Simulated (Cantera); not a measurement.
Charge: 1 mol SiO₂, 1.8 mol C, 2.7 mol H₂, equilibrated at 0.240 Torr.

Equilibrium computed with Cantera from the NASA thermochemical tables; the gas is ideal and each condensed phase is pure. Candidate condensed phases: C, C₆H₆, C₇H₈, C₈H₁₈, H₂O, Si, SiC, SiO₂; 123 gas species. Equilibrium is a limit: real reactors are often held back by kinetics, nucleation or transport. All values below are at 1725 K.

Base state: H₂ 0.568, CO 0.297, SiO 0.127, H 0.00782, Si 0.000524, SiH 1.01e-5 (mole fractions); condensed: SiC(s).

Problem. What changes in the equilibrium state with this change: SiO₂ replaced by MgO?

Solution. 
```
species             before    after
----------------  --------  -------
H₂                   0.568    0.568
CO                   0.297    0.212
Mg                       0    0.212
SiO                  0.127        0
Si                0.000524        0
MgH                      0  3.65e-5
SiH                1.01e-5        0
SiC(s), mol          0.399        0
C(graphite), mol         0    0.800
```
The tables' values for MgH are old estimates; treat these amounts as uncertain. Further candidate phases: Mg, MgCO₃, MgO, Mg(OH)₂.
